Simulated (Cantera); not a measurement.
Charge: 1 mol FeS₂, 0.058 mol H₂S, 1.5 mol N₂, held at 1200 K and 5.30 bar.

Equilibrium computed with Cantera from the NASA thermochemical tables; the gas is ideal and each condensed phase is pure. Candidate condensed phases: Fe, FeS, FeS₂, S; 16 gas species. FeS: taken at fixed stoichiometry. Gases not in the tables: S₃ to S₇. Rates play no part.

Base state: N₂ 0.728, S₂ 0.243, H₂S 0.0271, H₂ 0.00107, SH 5.89e-5 (mole fractions); condensed: FeS(s).

Question: What changes in the equilibrium state with this change: temperature from 1200 K to 1273.15 K?

Answer: 
| species | before | after |
|---|---|---|
| N₂ | 0.728 | 0.728 |
| S₂ | 0.243 | 0.244 |
| H₂S | 0.0271 | 0.0263 |
| H₂ | 0.00107 | 0.00175 |
| SH | 5.89e-5 | 0.000116 |
| FeS(s), mol | 1.00 | 1.00 |

Question: What changes in the equilibrium state with this change: 1.4 mol O₂ added?

Answer: 
```tsv
species	before	after
N₂	0.728	0.533
SO₂	0	0.424
H₂O	0	0.0199
S₂	0.243	0.0196
H₂S	0.0271	0.000630
S₂O	0	0.00279
SO	0	0.000121
SH	5.89e-5	4.78e-6
H₂	0.00107	8.77e-5
FeS(s), mol	1.00	0.737
Fe₃O₄(s), mol	0	0.0876
```
Mutual solubility and eutectic melting of coexisting phases are not modelled. Further candidate phases: FeO, Fe(OH)₂, Fe(OH)₃, FeSO₄, Fe₂O₃, Fe₂(SO₄)₃, Fe₃O₄, H₂O, H₂SO₄.
